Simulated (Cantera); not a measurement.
A closed system holds: 1 mol TEOS, 1.7 mol N2O, at 36.0 Torr.

Method: chemical equilibrium by Gibbs-energy minimisation in Cantera with the NASA 1993 tables (ideal gas, pure condensed phases). Candidate condensed phases: C, C6H6, C7H8, C8H18, H2O, Si, SiC, SiO2, Si2N2O, Si3N4; 151 gas species. The feed counts by its element totals alone. Kinetics and transport are ignored. All values below are at 1150 °C.

Base state: H2 0.610, CO 0.317, N2 0.0731, HCN 0.000126, CH4 6.79e-5, H2O 2.86e-5, SiO 2.38e-5, H 2.37e-5 (mole fractions); condensed: C(graphite) + Si2N2O(s).

Task: What changes in the equilibrium state with this change: pressure from 36.0 Torr to 0.270 Torr?

Result: 
```tsv
species	before	after
H2	0.610	0.574
CO	0.317	0.327
N2	0.0731	0.0976
SiO	2.38e-5	0.000456
CH4	6.79e-5	4.52e-7
H2O	2.86e-5	2.09e-7
H	2.37e-5	0.000265
HCN	0.000126	0.000141
C(graphite), mol	2.80	1.31
Si2N2O(s), mol	0.500	0
SiC(s), mol	0	0.992
```
